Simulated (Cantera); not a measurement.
Mixture: 35.0 % CO, 9.45 % H2, 11.1 % O2, 44.4 % N2, equivalence ratio 2.0, at 0.592 atm, adiabatic and at constant volume. Ignition delay is the time to a rise of 400 K.

Model: GRI-Mech 3.0 (53 species, 325 reactions), integrated in Cantera. Where the delays flatten at high temperature, the 400 K rule measures the pace of heat release, not the induction time.

**Question.** Predict: delay at 1100 K; delay at 1300 K; delay at 1500 K; delay at 1700 K; delay at 1900 K.

**Answer.** 
```
Quantity           Result
---------------  --------
delay at 1100 K  0.208 ms
delay at 1300 K   85.2 µs
delay at 1500 K   57.4 µs
delay at 1700 K   57.1 µs
delay at 1900 K   70.2 µs
```
